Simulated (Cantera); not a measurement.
An adiabatic, constant-pressure homogeneous reactor starts with CH4 : O2 : N2 = 1 : 2.04 : 7.67 (molar parts), equivalence ratio 0.98, at 1525 K and 190000 Pa.

Model: GRI-Mech 3.0 (53 species, 325 reactions), integrated in Cantera.

### Question
Predict: time of steepest temperature rise; temperature at 3.00 s; equilibrium temperature; x(O2) at 3.00 s; x(H2) at 3.00 s; x(H2O) at 3.00 s; x(CO2) at 3.00 s.

### Answer
| Item | Value |
|---|---|
| time of steepest temperature rise | 0.563 ms |
| temperature at 3.00 s | 2783 K |
| equilibrium temperature | 2783 K |
| x(O2) at 3.00 s | 0.0198 (gas-phase equilibrium 0.0198) |
| x(H2) at 3.00 s | 0.0159 (gas-phase equilibrium 0.0159) |
| x(H2O) at 3.00 s | 0.151 (gas-phase equilibrium 0.151) |
| x(CO2) at 3.00 s | 0.0518 (gas-phase equilibrium 0.0518) |
